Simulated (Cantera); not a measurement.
Equilibrium for carbon deposition, reforming and gasification: C2H6 + H2

Input: 1 mol C2H6, 2.7 mol H2, at 133 Pa.

Method: chemical equilibrium by Gibbs-energy minimisation in Cantera with the NASA 1993 tables (ideal gas, pure condensed phases). Candidate condensed phases: C, C6H6, C7H8, C8H18; 86 gas species. Ions and electrons are included (thermal ionisation). Rates play no part.

From 2227 °C to 2477 °C the condensed part is C(graphite). From 2727 °C to 4727 °C nothing is condensed. The main C-bearing gas is C2H2 (acetylene) at 2227 °C and C at 4727 °C.

```tsv
T (°C)	log p H	log p H2	log p C	log p C3	log p C2	n C(graphite)
2227	-3.19	-3.17	-6.78	-6.30	-7.34	1.90
2477	-2.97	-3.62	-5.42	-4.77	-5.79	1.42
2727	-2.93	-4.25	-4.55	-4.26	-5.00	0
2977	-2.93	-4.87	-4.04	-4.54	-4.81	0
3227	-2.94	-5.42	-3.78	-5.29	-4.99	0
3477	-2.94	-5.89	-3.72	-6.44	-5.47	0
3727	-2.95	-6.30	-3.71	-7.57	-5.98	0
3977	-2.95	-6.65	-3.70	-8.60	-6.45	0
4227	-2.95	-6.97	-3.70	-9.51	-6.87	0
4477	-2.95	-7.25	-3.70	-10.33	-7.24	0
4727	-2.95	-7.51	-3.70	-11.08	-7.58	0
```
log p: log10 of the partial pressure in bar; n: condensed amount in mol.
